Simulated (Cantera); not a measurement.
## Silicon etching in halogen gases: Si + HBr + N2

Input: 1 mol Si, a varied amount of HBr, 0.17 mol N2, at 9.80 mbar.

These are equilibrium values from Cantera (NASA tables, ideal gas, pure condensed phases), not measurements of a reactor. Candidate condensed phases: Br2, Si, Si3N4; 28 gas species. N2 is the only nitrogen source here; it is nearly inert below about 1500 K, so the nitride shown seldom forms there in practice. The tables' values for SiBr3 are old estimates. The numbers say what is thermodynamically allowed, not how fast it happens.

Problem. Map the stable condensed phases over T = 1000, 1075, 1150, 1225, 1300, 1375, 1450, 1525, 1600, 1675 K and n(HBr) in mol = 3.7, 5, 6.2, 7.5, 8.7, 10, 11, 13, 14, 15.

Solution. 
```
T in K \ n(HBr) in mol
         3.7   5 6.2 7.5 8.7  10  11  13  14  15
   1675    A   A   A   A   A   A   A   A   A   A
   1600    A   A   A   A   A   A   A   A   A   A
   1525    A   A   A   A   A   A   A   A   A   A
   1450    B   A   A   A   A   A   A   A   A   A
   1375    B   B   A   A   A   A   A   A   A   A
   1300    B   B   B   A   A   A   A   A   A   A
   1225    B   B   B   B   A   A   A   A   A   A
   1150    B   B   B   B   B   A   A   A   A   A
   1075    B   B   B   B   B   A   A   A   A   A
   1000    B   B   B   B   A   A   A   A   A   A
```
A: gas only; B: Si3N4.
